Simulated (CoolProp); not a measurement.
Vapour-liquid equilibrium of cyclohexane (1) + n-heptane (2) at 0.0223 MPa; x and y are mole fractions of (1).

The numbers come from the multi-fluid Helmholtz-energy mixture model, Zhou 2014 and Span 2003; pair parameters Bell 2016 in CoolProp.

```json
[
 {"x": "0.05", "bubble temperature, mixture model (K)": "326.1", "bubble temperature, Raoult's law (K)": "326.2", "y, mixture model": "0.093", "y, Raoult's law": "0.091"},
 {"x": "0.2", "bubble temperature, mixture model (K)": "322.8", "bubble temperature, Raoult's law (K)": "323.1", "y, mixture model": "0.330", "y, Raoult's law": "0.324"},
 {"x": "0.35", "bubble temperature, mixture model (K)": "319.9", "bubble temperature, Raoult's law (K)": "320.3", "y, mixture model": "0.515", "y, Raoult's law": "0.511"},
 {"x": "0.5", "bubble temperature, mixture model (K)": "317.3", "bubble temperature, Raoult's law (K)": "317.8", "y, mixture model": "0.662", "y, Raoult's law": "0.662"},
 {"x": "0.65", "bubble temperature, mixture model (K)": "315.1", "bubble temperature, Raoult's law (K)": "315.4", "y, mixture model": "0.782", "y, Raoult's law": "0.786"},
 {"x": "0.8", "bubble temperature, mixture model (K)": "313.1", "bubble temperature, Raoult's law (K)": "313.3", "y, mixture model": "0.884", "y, Raoult's law": "0.889"},
 {"x": "0.95", "bubble temperature, mixture model (K)": "311.3", "bubble temperature, Raoult's law (K)": "311.3", "y, mixture model": "0.972", "y, Raoult's law": "0.975"}
]
```

The largest gap from Raoult's law is -0.5 K in bubble temperature, at x = 0.5. No azeotrope shows between x = 0.05 and 0.95.

The pair parameters rest on a limited set of measurements; away from them the model extrapolates.
